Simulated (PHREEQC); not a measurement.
A solution holds 0.041 mol Cu(BF4)2 and 0.064 mol HCl per kg of water, at 20 °C. Closed to the air; pH follows from the charge balance.

Model: ion-association model, wateq4f.dat, run in PHREEQC.

Task: The ionic strength comes out as 0.181 mol/kgw. What activity coefficients do HF2-, BF3OH-, F-, H+, CuF+ get?

Result: HF2- 0.72, BF3OH- 0.69, F- 0.72, H+ 0.80, CuF+ 0.75.

Precipitation was switched off in this run. Real BF4- forms and hydrolyses slowly; the run takes it at equilibrium.
